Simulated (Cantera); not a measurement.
# Thermodynamics of silicon oxide and oxynitride deposition, feed HMDSO + O3

Input: 1 mol HMDSO, 0.2 mol O3, at 2025 K.

These are equilibrium values from Cantera (NASA tables, ideal gas, pure condensed phases), not measurements of a reactor. Candidate condensed phases: C, C6H6, C7H8, C8H18, H2O, Si, SiC, SiO2; 123 gas species. The feed counts by its element totals alone. The numbers say what is thermodynamically allowed, not how fast it happens.

From 5.00 Pa to 100000 Pa the condensed part is C(graphite) + SiC(s). The main Si-bearing gas is Si at 5.00 Pa and SiO at 100000 Pa.

| P (Pa) | x H2 | x H | x CO | x Si | x SiC2 | x Si2C | x SiO | x C2H2 (acetylene) | n C(graphite) | n SiC(s) |
|---|---|---|---|---|---|---|---|---|---|---|
| 5 | 0.591 | 0.209 | 0.123 | 0.0699 | 0.00325 | 0.00213 | 0.00121 | 0.000535 | 3.31 | 0.979 |
| 26 | 0.741 | 0.103 | 0.140 | 0.0135 | 0.000625 | 0.000409 | 0.00138 | 0.000671 | 2.57 | 1.81 |
| 140 | 0.803 | 0.0461 | 0.146 | 0.00250 | 0.000116 | 7.60e-5 | 0.00144 | 0.000727 | 2.44 | 1.95 |
| 710 | 0.829 | 0.0208 | 0.148 | 0.000493 | 2.29e-5 | 1.50e-5 | 0.00146 | 0.000750 | 2.42 | 1.98 |
| 3700 | 0.840 | 0.00917 | 0.149 | 9.45e-5 | 4.39e-6 | 2.88e-6 | 0.00147 | 0.000760 | 2.42 | 1.98 |
| 19000 | 0.844 | 0.00406 | 0.149 | 1.84e-5 | 8.55e-7 | 5.60e-7 | 0.00147 | 0.000764 | 2.41 | 1.98 |
| 100000 | 0.846 | 0.00177 | 0.149 | 3.50e-6 | 1.62e-7 | 1.06e-7 | 0.00147 | 0.000766 | 2.41 | 1.98 |
x: gas mole fraction; n: condensed amount in mol.
